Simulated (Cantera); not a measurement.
Feed: 1 mol C₃H₈, 0.19 mol O₂, at 1 atm.

Method: chemical equilibrium by Gibbs-energy minimisation in Cantera with the NASA 1993 tables (ideal gas, pure condensed phases). Candidate condensed phases: C, C₆H₆, C₇H₈, C₈H₁₈, H₂O; 110 gas species. Rates play no part.

Over these rows the condensed part is C(graphite). Partial pressures as log10 of bar:

```csv
T (K),1000/T (1/K),log p H₂O,log p H₂,log p CO
1650,0.6061,-4.28,-0.03,-1.06
1800,0.5556,-4.64,-0.03,-1.06
1950,0.5128,-4.93,-0.03,-1.06
2100,0.4762,-5.19,-0.04,-1.06
2250,0.4444,?,-0.04,-1.06
2400,0.4167,-5.60,-0.04,-1.06
```

Task: Fit log p(H₂O) = a + b·(1000/T) to the five rows, give the apparent enthalpy, and predict the row at 2250 K.

Result: Means: 1000/T = 0.5135, log p = -4.928. Sxy = 0.146953, Sxx = 0.0211092, so b = 6.96 and a = -4.928 − (6.96)×0.5135 = -8.50.
Apparent enthalpy: −19.145 × (6.96) = -133 kJ/mol. With the condensed phases at unit activity, H₂(g) + CO(g) = H₂O(g) + C(graphite) links this pressure to the main gases: over the six rows their terms move log p by -0.01 in all, so the slope is close to that reaction's ΔH°. The five rows lie within 0.01 of the line.
Prediction at 2250 K: -8.50 + (6.96)×0.4444 = -5.41. The computed value is -5.41, 0.00 from the line.
